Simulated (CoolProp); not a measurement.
Vapour-liquid equilibrium of cyclohexane (1) + ethylbenzene (2) at 0.00672 MPa; x and y are mole fractions of (1).

The numbers come from the multi-fluid Helmholtz-energy mixture model, Zhou 2014 and Zhou 2012; pair parameters Bell 2016 in CoolProp.

```csv
x,"bubble temperature, mixture model (K)","bubble temperature, Raoult's law (K)","y, mixture model","y, Raoult's law"
0.05,323.1,324.7,0.337,0.286
0.2,307.9,311.5,0.736,0.686
0.35,299.5,302.9,0.862,0.838
0.5,294.3,296.8,0.918,0.912
0.65,290.6,292.1,0.950,0.953
0.8,287.7,288.4,0.973,0.979
0.95,285.1,285.2,0.993,0.996
```

The largest gap from Raoult's law is -3.6 K in bubble temperature, at x = 0.2. No azeotrope shows between x = 0.05 and 0.95.

The pair parameters rest on a limited set of measurements; away from them the model extrapolates.
